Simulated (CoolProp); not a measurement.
The numbers come from the reference Helmholtz-energy equation of state, Thol 2015 in CoolProp.

Task: For octamethylcyclotetrasiloxane (D4), give the phase and the density (kg/m³), cv (kJ/(kg K)), Joule-Thomson coefficient (K/MPa), isothermal compressibility (1/MPa) at 470.9 K and 1120 kPa; 565.8 K and 1120 kPa; 606.4 K and 1120 kPa.

Result: 
- 470.9 K and 1120 kPa: liquid; density 740, cv 1.77, Joule-Thomson coefficient -0.0488, isothermal compressibility 0.00881
- 565.8 K and 1120 kPa: liquid; density 539, cv 1.98, Joule-Thomson coefficient 2.54, isothermal compressibility 0.119
- 606.4 K and 1120 kPa: gas; density 97.0, cv 2.03, Joule-Thomson coefficient 14.0, isothermal compressibility 1.45
